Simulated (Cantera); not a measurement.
Input (Python, Cantera) and output of one run.

```python
import numpy as np
import cantera as ct

gas_names = """
    Fe FeO Fe(OH)2 H HO2 H2 H2O H2O2 O OH O2 O3
""".split()
cond_names = """
    Fe(a) Fe(c) Fe(d) Fe(L) FeO(s) FeO(L) Fe(OH)2(s) Fe(OH)3(s) Fe2O3(s) Fe3O4(s) H2O(s) H2O(L)
""".split()


# ... load() reads the species with a 1 bar reference pressure and builds the phases ...
atoms = {
    'Fe2O3': {'Fe': 2, 'O': 3},
    'H2O': {'H': 2, 'O': 1},
}
top_T = {'Fe2O3(s)': 1830, 'Fe3O4(s)': 1870}  # K; cautious upper limits of use, not melting points


# ... equilibrate(T, P, feed) seeds the gas with the atoms and calls Mixture.equilibrate('TP', solver="vcs", rtol=1e-11, max_steps=5000) ...
results = []
feed = {'Fe2O3': 1, 'H2O': 0.26}  # mol
P = 1000  # Pa
for T in [1198, 1248, 1298, 1348, 1398, 1448, 1498, 1548, 1598, 1648, 1698, 1748]:
    mix = equilibrate(T, P, feed)
    results.append((T, P, feed, dict(zip(mix.species_names, mix.species_moles))))

top = {s: max(r[3][s] / sum(r[3][g] for g in gas_names) for r in results) for s in gas_names}
cols = sorted((s for s in top if top[s] > 0.0001), key=lambda s: -top[s])[:8]
seen = [c for c in cond_names if any(r[3].get(c, 0) > 1e-12 for r in results)]
print("log10 of partial pressures in bar; condensed amounts in mol")
print(f"{'T/K':>10s}" + "".join(f"{s[:9]:>10s}" for s in cols + seen))
for T, P, feed, n in results:
    ng = sum(n[g] for g in gas_names)
    print(f"{T:10.4g}" + "".join(f"{np.log10(max(n[s] / ng * P / 1e5, 1e-99)):10.3f}" for s in cols)
          + "".join(f"{n.get(c, 0):10.4g}" for c in seen))
```

Output:

```
log10 of partial pressures in bar; condensed amounts in mol
       T/K       H2O        O2        OH         O        H2  Fe2O3(s)  Fe3O4(s)
      1198    -2.000    -6.389    -7.464   -10.814    -6.719    0.9999  3.34e-05
      1248    -2.000    -5.567    -6.974    -9.960    -6.695    0.9996 0.0002739
      1298    -2.001    -4.810    -6.523    -9.173    -6.672    0.9976  0.001608
      1348    -2.003    -4.111    -6.106    -8.445    -6.652    0.9878   0.00813
      1398    -2.015    -3.462    -5.724    -7.769    -6.643    0.9442   0.03721
      1448    -2.065    -2.859    -5.388    -7.139    -6.671    0.7492    0.1672
      1498    -2.215    -2.409    -5.155    -6.608    -6.746         0    0.6667
      1548    -2.216    -2.409    -4.971    -6.322    -6.464         0    0.6667
      1598    -2.216    -2.409    -4.800    -6.053    -6.200         0    0.6667
      1648    -2.216    -2.409    -4.638    -5.801    -5.952         0    0.6667
      1698    -2.217    -2.410    -4.487    -5.564    -5.718         0    0.6667
      1748    -2.218    -2.410    -4.344    -5.340    -5.498         0    0.6667
```

Cantera equilibrium calculation (NASA polynomials, part measured and part estimated; ideal gas, pure solids and liquids). Mutual solubility and eutectic melting of coexisting phases are not modelled.
